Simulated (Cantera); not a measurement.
An isothermal, constant-pressure homogeneous reactor starts with CO : O2 : H2O : N2 : H2 = 0.0011 : 0.0025 : 0.00061 : 1 : 0.0078 (molar parts), equivalence ratio 1.8, at 1323 K and 0.880 bar.

Computed with Cantera and GRI-Mech 3.0 (53 species, 325 reactions).

x: mole fraction; the columns are a selection and need not sum to one.

```
t (s)         x CO        x O2     x H2O         x H     x H2      x NO       x HO2
--------  --------  ----------  --------  ----------  -------  --------  ----------
4.00e-6    0.00109     0.00247  0.000603    3.80e-11  0.00771    <1e-12    3.80e-11
1.02e-5    0.00109     0.00247  0.000603    9.84e-11  0.00771    <1e-12    9.71e-11
2.61e-5    0.00109     0.00247  0.000603    2.68e-10  0.00771    <1e-12    2.48e-10
6.66e-5    0.00109     0.00247  0.000603    8.47e-10  0.00771    <1e-12    6.35e-10
0.000170   0.00109     0.00247  0.000603     4.04e-9  0.00771    <1e-12     1.67e-9
0.000434   0.00109     0.00247  0.000603  (withheld)  0.00771    <1e-12  (withheld)
0.00111    0.00109     0.00243  0.000669     5.65e-5  0.00761  1.09e-11     6.60e-7
0.00283   0.000804     9.44e-5   0.00492     0.00231  0.00220   5.66e-7     2.86e-8
0.00722   0.000639     8.55e-6   0.00505    0.000993  0.00277   8.18e-7     2.67e-9
0.0184    0.000598     9.51e-7   0.00505    0.000392  0.00308   8.47e-7    3.08e-10
0.0471    0.000591  (withheld)   0.00505  (withheld)  0.00320   8.43e-7    4.31e-11
0.120     0.000591     1.86e-8   0.00506     5.94e-5  0.00324   8.15e-7    6.32e-12
0.307     0.000592     2.72e-9   0.00506     2.28e-5  0.00326   7.47e-7      <1e-12
0.783     0.000593    3.89e-10   0.00506     8.61e-6  0.00327   6.40e-7      <1e-12
2.00      0.000593    5.53e-11   0.00506     3.23e-6  0.00327   5.04e-7      <1e-12
```

**Question.** What belongs in the gaps?

**Answer.** 
- 0.000434, x H: 6.86e-8
- 0.000434, x HO2: 7.07e-9
- 0.0471, x O2: 1.29e-7
- 0.0471, x H: 0.000153
